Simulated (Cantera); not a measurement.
Charge: 1 mol c-C4F8, 1.4 mol H2, equilibrated at 1100 K and 0.00133 bar.

These are equilibrium values from Cantera (NASA tables, ideal gas, pure condensed phases), not measurements of a reactor. Candidate condensed phases: C, C6H6, C7H8, C8H18; 95 gas species. The feed counts by its element totals alone. Gases not in the tables: C2F6 and larger saturated fluorocarbons. Equilibrium is a limit: real reactors are often held back by kinetics, nucleation or transport.

Base state: HF 0.683, CF4 0.317 (mole fractions); condensed: C(graphite).

Task: What changes in the equilibrium state with this change: H2 from 1.4 to 13 mol?

Result: 
| species | before | after |
|---|---|---|
| H2 | <1e-9 | 0.529 |
| HF | 0.683 | 0.471 |
| CH4 | <1e-9 | 1.34e-5 |
| CF4 | 0.317 | <1e-9 |
| C(graphite), mol | 2.70 | 4.00 |
